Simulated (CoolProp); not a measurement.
A closed Brayton cycle with dry air: compressor inlet 331.15 K and 5.7 MPa, high pressure 19.8 MPa, turbine inlet 640 K, compressor efficiency 0.8, turbine efficiency 0.85, recuperator effectiveness 0 (on enthalpy, no pinch check). Each further row changes one setting.

Values from CoolProp's reference Helmholtz-energy equation of state, Lemmon 2000. It is a pseudo-pure fit of the blend.

| case | thermal efficiency (%) | net work (kJ/kg) | compressor to turbine work | compressor exit (K) | turbine exit (K) |
|---|---|---|---|---|---|
| as stated | -8.9 | -13.0 | 1.1 | 508.4 | 480.4 |
| turbine inlet 590 K | [?] | [?] | [?] | 508.4 | 441.2 |
| compressor inlet 341.15 K | [?] | [?] | 1.1 | 523.4 | 480.4 |
| high pressure 16.8 MPa | -2.1 | [?] | [?] | [?] | 498.8 |
| recuperator effectiveness 0.5 | -8.9 | -13.0 | 1.1 | 508.4 | 480.4 |

Q: Some entries are withheld; supply them.

A: 
- turbine inlet 590 K, thermal efficiency (%): -29.8
- turbine inlet 590 K, net work (kJ/kg): -26.8
- turbine inlet 590 K, compressor to turbine work: 1.2
- compressor inlet 341.15 K, thermal efficiency (%): -14.6
- compressor inlet 341.15 K, net work (kJ/kg): -18.8
- high pressure 16.8 MPa, net work (kJ/kg): -3.63
- high pressure 16.8 MPa, compressor to turbine work: 1.0
- high pressure 16.8 MPa, compressor exit (K): 481.4
